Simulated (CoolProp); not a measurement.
Values from CoolProp's reference Helmholtz-energy equation of state, McLinden 2015.

**Question.** For the fluoroketone C6F12O (FK-5-1-12), give the phase and the cp (kJ/(kg K)), speed of sound (m/s), isothermal compressibility (1/MPa), expansivity (1/kK) at 500 K and 7480 kPa; 500 K and 11200 kPa; 500 K and 16800 kPa.

**Answer.** 
- 500 K and 7480 kPa: supercritical; cp 1.31, speed of sound 161, isothermal compressibility 0.0504, expansivity 4.73
- 500 K and 11200 kPa: supercritical; cp 1.26, speed of sound 221, isothermal compressibility 0.0228, expansivity 3.06
- 500 K and 16800 kPa: supercritical; cp 1.23, speed of sound 287, isothermal compressibility 0.0121, expansivity 2.17
